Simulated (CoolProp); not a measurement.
Saturation properties of nitrogen.

The numbers come from the reference Helmholtz-energy equation of state, Span 2000 in CoolProp.

| T (K) | p (kPa) | vapour viscosity (µPa s) | liquid conductivity (mW/(m K)) |
|---|---|---|---|
| 74.8 | 74.14 | 5.25 | 150 |
| 79.2 | 125.3 | 5.59 | 141 |
| 83.5 | 197.5 | 5.93 | 133 |
| 87.9 | 299.8 | 6.30 | 124 |
| 92.2 | 433.2 | 6.68 | 115 |
| 96.6 | 609.9 | 7.09 | 107 |
| 100.9 | 827.9 | 7.52 | 98.3 |
| 105.3 | 1104 | 8.02 | 89.7 |
| 109.6 | 1432 | 8.57 | 81.2 |
| 113.9 | 1825 | 9.24 | 72.8 |

It boils at 77.4 K under 1 atm.

Viscosity comes from a separate model (Lemmon 2004). Thermal conductivity comes from a separate model (Lemmon 2004).
